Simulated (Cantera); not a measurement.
Charge: 1 mol SF6, 0.38 mol H2O, 0.49 mol N2, held at 3500 K and 1 atm.

Equilibrium computed with Cantera from the NASA thermochemical tables; the gas is ideal and each condensed phase is pure. Candidate condensed phases: H2O, H2SO4, S; 62 gas species. Equilibrium is a limit: real reactors are often held back by kinetics, nucleation or transport.

Base state: F 0.692, HF 0.101, S 0.0755, N2 0.0649, SO 0.0308, O 0.0128, SF 0.0100, S2 0.00733 (mole fractions); condensed: gas only.

Problem. What changes in the equilibrium state with this change: temperature from 3500 K to 3223 K?

Solution. 
| species | before | after |
|---|---|---|
| F | 0.692 | 0.697 |
| HF | 0.101 | 0.105 |
| N2 | 0.0649 | 0.0671 |
| S | 0.0755 | 0.0504 |
| SF | 0.0100 | 0.0194 |
| O | 0.0128 | 0.00460 |
| S2 | 0.00733 | 0.0119 |
| SO | 0.0308 | 0.0359 |
| SF3 | 1.11e-6 | 1.59e-5 |
| S2F2 (SSF2) | 2.25e-6 | 2.85e-5 |
| SOF2 | 5.72e-6 | 5.51e-5 |
| SF2 | 0.000432 | 0.00272 |
| H | 0.000677 | 0.000119 |
The tables' values for SOF2, S2F2 (SSF2), SF3 are old estimates; treat these amounts as uncertain.

Problem. What changes in the equilibrium state with this change: pressure from 1 atm to 0.0133 bar?

Solution. 
| species | before | after |
|---|---|---|
| F | 0.692 | 0.678 |
| S | 0.0755 | 0.120 |
| HF | 0.101 | 0.0615 |
| H | 0.000677 | 0.0320 |
| SF | 0.0100 | 0.000206 |
| SO | 0.0308 | 0.00221 |
| O | 0.0128 | 0.0438 |
| N2 | 0.0649 | 0.0600 |
| SF2 | 0.000432 | 1.15e-7 |
| S2O | 4.75e-5 | 7.17e-8 |
| SO2 | 0.00229 | 7.45e-6 |
